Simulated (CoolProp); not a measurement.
Nitrous oxide along the isobar 3960 kPa: Z from the reference equation and from simpler models built on Tc = 309.5 K, pc = 7245 kPa, ω = 0.161; each cubic takes its own stable root.

The numbers come from the reference Helmholtz-energy equation of state, Lemmon 2006 in CoolProp. It is a short technical equation, of lower accuracy than the large ones.

| T (K) | phase | reference | van der Waals | Redlich-Kwong | Soave-Redlich-Kwong |
|---|---|---|---|---|---|
| 234.9 | liquid | 0.08285 | 0.1313 | 0.09200 | 0.08976 |
| 255.3 | liquid | 0.08224 | 0.1311 | 0.09322 | 0.09055 |
| 275.7 | liquid | 0.08455 | 0.7129 | 0.09983 | 0.09637 |
| 296.1 | gas | 0.7295 | 0.7769 | 0.7415 | 0.7369 |
| 316.5 | gas | 0.7982 | 0.8197 | 0.8004 | 0.8022 |
| 336.9 | gas | 0.8427 | 0.8509 | 0.8408 | 0.8463 |
| 357.3 | gas | 0.8744 | 0.8747 | 0.8704 | 0.8784 |
| 377.7 | gas | 0.8982 | 0.8935 | 0.8930 | 0.9027 |
| 398.1 | gas | 0.9167 | 0.9087 | 0.9107 | 0.9217 |
| 418.4 | gas | 0.9312 | 0.9210 | 0.9248 | 0.9366 |
| 438.8 | gas | 0.9430 | 0.9314 | 0.9363 | 0.9488 |
| 459.2 | gas | 0.9527 | 0.9401 | 0.9458 | 0.9586 |
| 479.6 | gas | 0.9607 | 0.9474 | 0.9537 | 0.9668 |
| 500 | gas | 0.9674 | 0.9538 | 0.9603 | 0.9736 |

At some of these states van der Waals gives the other phase, because its saturation line lies elsewhere.
